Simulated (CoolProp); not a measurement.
Vapour-liquid equilibrium of carbon dioxide (1) + CHF3 (R23) (2) at 1.14 MPa; x and y are mole fractions of (1).

Model: multi-fluid Helmholtz-energy mixture model, Span 1996 and Penoncello 2003; pair parameters Bell 2016, in CoolProp.

Give the bubble temperature and the first vapour's composition at x = 0.05, 0.5, 0.725. Is there an azeotrope?

x = 0.05: 246.0 K, y = 0.070; x = 0.5: 239.9 K, y = 0.575; x = 0.725: 238.0 K, y = 0.768. No azeotrope shows between x = 0.05 and 0.95.

Pair parameters are fitted to limited data, so mixtures are less certain than the pure fluids.
